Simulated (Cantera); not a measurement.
What does this Cantera script print?

```python
import numpy as np
import cantera as ct

gas_names = """
    C CN CO CO2 C2 CCN CNC C2N2 C2O C3 C3O2 C4 C4N2 C5 Fe FeC5O5 FeO N NCO NO NO2 NO3 N2 N2O O O2 O3
""".split()
cond_names = """
    C(gr) Fe(a) Fe(c) Fe(d) Fe(L) FeC5O5(L) FeO(s) FeO(L) Fe2O3(s) Fe3O4(s)
""".split()


# ... load() reads the species with a 1 bar reference pressure and builds the phases ...
atoms = {
    'Fe': {'Fe': 1},
    'CO2': {'C': 1, 'O': 2},
    'N2': {'N': 2},
}
top_T = {'C(gr)': 4500, 'Fe2O3(s)': 1830, 'Fe3O4(s)': 1870}  # K; cautious upper limits of use, not melting points


# ... equilibrate(T, P, feed) seeds the gas with the atoms and calls Mixture.equilibrate('TP', solver="vcs", rtol=1e-11, max_steps=5000) ...
results = []
feed = {'Fe': 1, 'CO2': 0.42, 'N2': 62}  # mol
P = 43000  # Pa
for T in [1598, 1623, 1648, 1673, 1698, 1723, 1748, 1773, 1798, 1823, 1848, 1873, 1898]:
    mix = equilibrate(T, P, feed)
    results.append((T, P, feed, dict(zip(mix.species_names, mix.species_moles))))

top = {s: max(r[3][s] / sum(r[3][g] for g in gas_names) for r in results) for s in gas_names}
cols = sorted((s for s in top if top[s] > 0.001), key=lambda s: -top[s])[:9]
seen = [c for c in cond_names if any(r[3].get(c, 0) > 1e-12 for r in results)]
print("log10 of partial pressures in bar; condensed amounts in mol")
print(f"{'T/K':>10s}" + "".join(f"{s[:9]:>10s}" for s in cols + seen))
for T, P, feed, n in results:
    ng = sum(n[g] for g in gas_names)
    print(f"{T:10.4g}" + "".join(f"{np.log10(max(n[s] / ng * P / 1e5, 1e-99)):10.3f}" for s in cols)
          + "".join(f"{n.get(c, 0):10.4g}" for c in seen))
```

It prints:

```
log10 of partial pressures in bar; condensed amounts in mol
       T/K        N2        CO     Fe(c)     Fe(d)     Fe(L)    FeO(s)    FeO(L)
      1598    -0.369    -2.600    0.6354         0         0    0.3644         0
      1623    -0.369    -2.599    0.6347         0         0    0.3651         0
      1648    -0.369    -2.599    0.6339         0         0    0.3657         0
      1673    -0.369    -2.597         0    0.6319         0         0    0.3675
      1698    -0.369    -2.595         0    0.6299         0         0    0.3692
      1723    -0.369    -2.593         0    0.6279         0         0    0.3708
      1748    -0.369    -2.591         0    0.6257         0         0    0.3723
      1773    -0.369    -2.589         0    0.6234         0         0    0.3738
      1798    -0.369    -2.588         0    0.6207         0         0    0.3751
      1823    -0.370    -2.586         0         0    0.6179         0    0.3761
      1848    -0.370    -2.586         0         0    0.6148         0    0.3769
      1873    -0.370    -2.585         0         0    0.6109         0    0.3776
      1898    -0.370    -2.584         0         0    0.6059         0    0.3782
```

Cantera equilibrium calculation (NASA polynomials, part measured and part estimated; ideal gas, pure solids and liquids). Each liquid is taken as pure. Mutual solubility and eutectic melting of coexisting phases are not modelled. The tables' stoichiometric FeO is somewhat more stable than real wüstite, so its field is too wide. FeO: taken at fixed stoichiometry.
